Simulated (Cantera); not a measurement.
**Hydrocarbon pyrolysis for carbon deposition**

An isothermal, constant-pressure homogeneous reactor starts with C2H6 : N2 = 1 : 41 (molar parts), at 1575 K and 0.0133 bar.

Detailed kinetics in Cantera: GRI-Mech 3.0 (53 species, 325 reactions). GRI-Mech 3.0 stops at C3 and has no aromatics, soot or wall deposition, so with more carbon than oxygen in the feed, carbon stays in small species such as C2H2 where larger ones or solid carbon would form. Radical loss at walls, strong at low pressure, is not modelled.

```
t (s)       x C2H6    x CH2    x C2H    x C2H4     x CH4     x CH3
--------  --------  -------  -------  --------  --------  --------
3.00e-5     0.0237  1.87e-9   <1e-12   1.19e-7   6.37e-7  0.000219
9.03e-5     0.0235  5.01e-8   <1e-12   2.70e-6   5.72e-6  0.000651
0.000272    0.0227  1.10e-6   <1e-12   7.41e-5   5.02e-5   0.00186
0.000818    0.0191  9.13e-6  2.84e-9   0.00170  0.000410   0.00468
0.00246    0.00709  2.05e-5  1.74e-7   0.00973   0.00274   0.00678
0.00742   0.000204  1.03e-5  5.66e-7   0.00808   0.00553   0.00193
0.0223     1.22e-5  1.94e-6  2.90e-7   0.00254   0.00516  0.000556
0.0672     3.33e-6  5.52e-7  1.64e-7  0.000496   0.00473  0.000261
0.202      1.21e-6  2.00e-7  1.02e-7   7.63e-5   0.00429  0.000145
0.609      5.25e-7  9.21e-8  7.29e-8   3.03e-5   0.00380   9.09e-5
1.83       3.00e-7  6.61e-8  6.97e-8   1.77e-5   0.00304   6.84e-5
5.52       1.26e-7  4.92e-8  7.93e-8   8.03e-6   0.00181   4.52e-5
16.6       2.33e-8  2.63e-8  9.59e-8   2.90e-6  0.000678   2.01e-5
50.0       2.22e-9  9.42e-9  1.09e-7   1.98e-6  0.000190   6.34e-6
```
x: mole fraction; the columns are a selection and need not sum to one.

Equilibrium at this temperature and pressure: C2H6 1.26e-12, CH2 1.90e-10, C2H 2.48e-8, C2H4 4.15e-7, CH4 3.57e-6, CH3 1.23e-7 (gas phase only).
